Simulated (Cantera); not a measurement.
Input: 1 mol C3H8, 0.63 mol NH3, 47 mol N2, held at 6.00 mbar.

These are equilibrium values from Cantera (NASA tables, ideal gas, pure condensed phases), not measurements of a reactor. Candidate condensed phases: C, C6H6, C7H8, C8H18; 92 gas species. The numbers say what is thermodynamically allowed, not how fast it happens.

x: gas mole fraction; n: condensed amount in mol.

```tsv
T (K)	x N2	x H	x H2	x HCN	x CN	n C(graphite)
1923	0.902	0.00367	0.0910	0.00308	2.43e-6	2.83
2073	0.898	0.00997	0.0862	0.00541	1.73e-5	2.69
2223	0.890	0.0230	0.0772	0.00851	9.40e-5	___
2373	0.878	0.0452	0.0629	0.0119	0.000410	___
2523	0.861	0.0756	0.0444	0.0147	0.00149	___
2673	0.842	0.107	0.0261	0.0157	0.00468	___
2823	0.818	0.130	0.0130	0.0142	0.0123	___
```

Problem. Complete the blanks.

Solution. 
- 2223, n C(graphite): 2.48
- 2373, n C(graphite): 2.23
- 2523, n C(graphite): 1.93
- 2673, n C(graphite): 1.44
- 2823, n C(graphite): 0
